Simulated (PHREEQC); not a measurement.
A solution holds 48 mmol/kgw NaHS and 6 mmol/kgw H3BO3, at 93 °C. Closed to the air; pH follows from the charge balance.

All values are PHREEQC results (ion-association model, phreeqc.dat), not measurements.

Each row changes one thing in this solution. This is a speciation only: nothing precipitates in the calculation.

```tsv
case	pH	ionic strength (mol/kgw)	H2S (mol/kgw)
as made	8.02	0.0481	0.00115
NaHS from 0.048 to 0.072 mol/kgw	8.10	0.0721	0.00140
H3BO3 replaced by NH4BF4 at the same molality	6.61	?	?
H3BO3 left out	8.54	0.0482	0.000358
NaHS from 0.048 to 0.0096 mol/kgw	7.71	0.00960	?
diluted 10-fold with water	8.00	0.00480	0.000141
H3BO3 replaced by NaBF4 at the same molality	?	0.0536	0.0180
```

Q: Some entries are withheld; supply them.

A: 
- H3BO3 replaced by NH4BF4 at the same molality, ionic strength (mol/kgw): 0.0531
- H3BO3 replaced by NH4BF4 at the same molality, H2S (mol/kgw): 0.0185
- NaHS from 0.048 to 0.0096 mol/kgw, H2S (mol/kgw): 0.000526
- H3BO3 replaced by NaBF4 at the same molality, pH: 6.63

At this temperature some constants are extrapolated from 25 °C, and those without enthalpy data are left unchanged. Real BF4- forms and hydrolyses slowly; the run takes it at equilibrium.
